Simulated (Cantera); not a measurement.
An adiabatic, constant-pressure homogeneous reactor starts with H2 : O2 : N2 = 1 : 0.357 : 1.34 (molar parts), at 1550 K and 2500000 Pa.

Detailed kinetics in Cantera: GRI-Mech 3.0 (53 species, 325 reactions). The hydrogen kinetics of GRI-Mech 3.0 are dated; newer H2 mechanisms differ, most at raised pressure. The pressure lies above the range GRI-Mech 3.0 was tuned for (to about 10 atm). Above 3000 K some thermodynamic fits are extrapolated.

x: mole fraction; the columns are a selection and need not sum to one.

```json
[
 {"t (s)": "5.00e-6", "T (K)": "3154", "x H2": "0.123", "x O2": "0.00113", "x N2O": "6.41e-7", "x O": "0.00127", "x NO": "?", "x H2O": "0.280"},
 {"t (s)": "1.35e-5", "T (K)": "3150", "x H2": "0.124", "x O2": "0.00109", "x N2O": "6.69e-7", "x O": "0.00123", "x NO": "?", "x H2O": "0.280"},
 {"t (s)": "3.64e-5", "T (K)": "3144", "x H2": "0.125", "x O2": "0.00103", "x N2O": "7.57e-7", "x O": "0.00117", "x NO": "?", "x H2O": "0.279"},
 {"t (s)": "9.81e-5", "T (K)": "3142", "x H2": "0.125", "x O2": "0.00101", "x N2O": "7.96e-7", "x O": "0.00116", "x NO": "0.00330", "x H2O": "0.279"},
 {"t (s)": "0.000265", "T (K)": "3142", "x H2": "0.125", "x O2": "0.00101", "x N2O": "7.96e-7", "x O": "0.00116", "x NO": "0.00331", "x H2O": "0.279"},
 {"t (s)": "0.000714", "T (K)": "3142", "x H2": "0.125", "x O2": "0.00101", "x N2O": "7.96e-7", "x O": "0.00116", "x NO": "0.00331", "x H2O": "0.279"},
 {"t (s)": "0.00193", "T (K)": "3142", "x H2": "0.125", "x O2": "0.00101", "x N2O": "7.96e-7", "x O": "0.00116", "x NO": "0.00331", "x H2O": "0.279"},
 {"t (s)": "0.00519", "T (K)": "3142", "x H2": "0.125", "x O2": "0.00101", "x N2O": "7.96e-7", "x O": "0.00116", "x NO": "0.00331", "x H2O": "0.279"},
 {"t (s)": "0.0140", "T (K)": "3142", "x H2": "0.125", "x O2": "0.00101", "x N2O": "7.96e-7", "x O": "0.00116", "x NO": "0.00331", "x H2O": "0.279"},
 {"t (s)": "0.0378", "T (K)": "3142", "x H2": "0.125", "x O2": "0.00101", "x N2O": "7.96e-7", "x O": "0.00116", "x NO": "0.00331", "x H2O": "0.279"},
 {"t (s)": "0.102", "T (K)": "3142", "x H2": "0.125", "x O2": "0.00101", "x N2O": "7.96e-7", "x O": "0.00116", "x NO": "0.00331", "x H2O": "0.279"},
 {"t (s)": "0.275", "T (K)": "3142", "x H2": "0.125", "x O2": "0.00101", "x N2O": "7.96e-7", "x O": "0.00116", "x NO": "0.00331", "x H2O": "0.279"},
 {"t (s)": "0.741", "T (K)": "3142", "x H2": "0.125", "x O2": "0.00101", "x N2O": "7.96e-7", "x O": "0.00116", "x NO": "0.00331", "x H2O": "0.279"},
 {"t (s)": "2.00", "T (K)": "3142", "x H2": "0.125", "x O2": "0.00101", "x N2O": "7.96e-7", "x O": "0.00116", "x NO": "0.00331", "x H2O": "0.279"}
]
```

### Question
What belongs in the gaps?

### Answer

- 5.00e-6, x NO: 0.000692
- 1.35e-5, x NO: 0.00163
- 3.64e-5, x NO: 0.00290
